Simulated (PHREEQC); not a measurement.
Ca(OH)2 is added in steps, without added water, to 1 kg of water holding 0.017 mol NaH2PO4 and 0.055 mol K2HPO4, at 20 °C. Oxygen alone is held at its pressure in air (log pO2 = -0.68). CO2 from the air is kept out. The run lets Portlandite, Hydroxyapatite precipitate or redissolve, and no other solid.

Base run: PHREEQC, ion-association model, wateq4f.dat. Each further column changes one thing. The table gives pH.

```tsv
Ca(OH)2 added (mol)	base	all activity coefficients set to 1	metal-ligand complexes left out	database phreeqc.dat	Debye-Hückel limiting law
0	7.32	7.64	7.34	7.32	7.07
0.007969	7.71	8.04	7.74	7.71	7.46
0.01753	10.58	11.19	10.55	10.49	10.12
0.0255	11.20	11.78	11.17	11.10	10.73
0.03347	11.54	12.09	11.52	11.45	11.07
0.04303	11.89	12.35	11.88	11.82	11.49
0.051	12.16	12.52	12.15	12.12	11.89
```

H3PO4, which wateq4f.dat lacks, is added to it with the constant of phreeqc.dat.  phreeqc.dat and wateq4f.dat share most of their constants, so their agreement is no independent check. Solids allowed in the column 'database phreeqc.dat': Hydroxyapatite.
